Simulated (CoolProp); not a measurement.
Properties of ammonia along the isotherm 725 K.

The numbers come from the reference Helmholtz-energy equation of state, Gao 2020 in CoolProp.

| p (MPa) | phase | density (kg/m³) | cv (kJ/(kg K)) | Joule-Thomson coefficient (K/MPa) | conductivity (mW/(m K)) | Prandtl number |
|---|---|---|---|---|---|---|
| 0.0539 | gas | 0.1523 | 2.381 | 2.020 | 79.1 | 0.955 |
| 0.102 | gas | 0.2883 | 2.382 | 2.019 | 79.1 | 0.955 |
| 0.194 | gas | 0.5484 | 2.382 | 2.018 | 79.1 | 0.955 |
| 0.367 | gas | 1.038 | 2.383 | 2.016 | 79.2 | 0.955 |
| 0.696 | gas | 1.971 | 2.385 | 2.012 | 79.4 | 0.956 |
| 1.32 | gas | 3.744 | 2.388 | 2.003 | 79.7 | 0.957 |
| 2.5 | gas | 7.117 | 2.394 | 1.987 | 80.3 | 0.960 |
| 4.74 | gas | 13.58 | 2.406 | 1.956 | 81.5 | 0.964 |
| 8.99 | gas | 26.08 | 2.428 | 1.891 | 84.1 | 0.972 |
| 17 | supercritical | 50.32 | 2.467 | 1.751 | 90.0 | 0.982 |

Viscosity comes from a separate model (Fenghour 1995). Thermal conductivity comes from a separate model (Tufeu 1984).
